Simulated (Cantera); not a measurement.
Input: 1 mol Cr2O3, 200 mol H2, 0.96 mol H2O, held at 1.90 bar.

These are equilibrium values from Cantera (NASA tables, ideal gas, pure condensed phases), not measurements of a reactor. Candidate condensed phases: Cr, Cr2O3, H2O; 13 gas species. Mutual solubility and eutectic melting of coexisting phases are not modelled. The numbers say what is thermodynamically allowed, not how fast it happens.

log p: log10 of the partial pressure in bar; n: condensed amount in mol.

| T (K) | log p H2 | log p H2O | log p H | log p Cr | log p CrO | n Cr2O3(s) | n Cr(s) |
|---|---|---|---|---|---|---|---|
| 1423 | 0.28 | -2.04 | -5.04 | -8.21 | -11.10 | 1.00 | 0 |
| 1473 | 0.28 | -2.04 | (withheld) | (withheld) | (withheld) | 1.000 | 0 |
| 1523 | 0.28 | -2.04 | -4.50 | -6.83 | -9.63 | 1.000 | 0 |
| 1573 | 0.28 | -2.04 | -4.25 | -6.21 | -8.97 | 1.000 | 0 |
| 1623 | 0.28 | -2.04 | -4.02 | -5.63 | -8.35 | 1.000 | 0 |
| 1673 | 0.28 | -2.04 | -3.81 | -5.08 | -7.77 | 1.000 | 0 |
| 1723 | 0.28 | -2.04 | -3.60 | -4.57 | -7.22 | 0.999 | 0 |
| 1773 | 0.28 | (withheld) | (withheld) | (withheld) | (withheld) | 0.940 | (withheld) |
| 1823 | 0.28 | -1.87 | -3.23 | -3.89 | -6.30 | 0.842 | 0.303 |

**Question.** Some entries are withheld; supply them.

**Answer.** 
- 1773, log p H2O: -1.97
- 1773, log p H: -3.41
- 1773, log p Cr: -4.20
- 1773, log p CrO: -6.74
- 1773, n Cr(s): 0.114
- 1473, log p H: -4.76
- 1473, log p Cr: -7.50
- 1473, log p CrO: -10.34
